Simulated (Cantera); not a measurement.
## Equilibrium for hydrogen reduction and annealing atmospheres: FeS + H2 + H2O

Input: 1 mol FeS, a varied amount of H2, 0.44 mol H2O, held at 1450 K and 9500 Pa.

Method: chemical equilibrium by Gibbs-energy minimisation in Cantera with the NASA 1993 tables (ideal gas, pure condensed phases). Candidate condensed phases: Fe, FeO, Fe(OH)2, Fe(OH)3, FeS, FeSO4, FeS2, Fe2O3, Fe2(SO4)3, Fe3O4, H2O, H2SO4, S; 22 gas species. Metal and sulfide melt together well below either melting point, which pure phases cannot show. Mutual solubility and eutectic melting of coexisting phases are not modelled. FeS: taken at fixed stoichiometry. Kinetics and transport are ignored.

```tsv
n(H2) (mol)	log p H2	log p H2S	log p H2O	log p SH	log p S2	log p H	n Fe(γ)	n FeS(s)
50	-1.03	-2.91	-3.08	-4.94	-5.09	-5.54	0.670	0.330
65	-1.03	-2.91	-3.19	-4.94	-5.09	-5.54	0.871	0.129
85	-1.03	-2.96	-3.31	-5.00	-5.20	-5.54	1.000	0
110	-1.03	-3.07	-3.42	-5.11	-5.43	-5.54	1.000	0
150	-1.03	-3.21	-3.56	-5.24	-5.70	-5.54	1.000	0
190	-1.03	-3.31	-3.66	-5.34	-5.90	-5.54	1.000	0
250	-1.02	-3.43	-3.78	-5.46	-6.14	-5.54	1.000	0
330	-1.02	-3.55	-3.90	-5.58	-6.38	-5.54	1.000	0
430	-1.02	-3.66	-4.01	-5.70	-6.61	-5.54	1.000	0
570	-1.02	-3.78	-4.14	-5.82	-6.86	-5.54	1.000	0
740	-1.02	-3.90	-4.25	-5.93	-7.08	-5.54	1.000	0
970	-1.02	-4.01	-4.37	-6.05	-7.32	-5.54	0.999	0
1300	-1.02	-4.14	-4.49	-6.18	-7.57	-5.54	0.999	0
```
log p: log10 of the partial pressure in bar; n: condensed amount in mol.

From 50 mol H2 to 65 mol H2 the condensed part is Fe(γ) + FeS(s). From 85 mol H2 to 1300 mol H2 the condensed part is Fe(γ). The main Fe-bearing gas is Fe throughout.
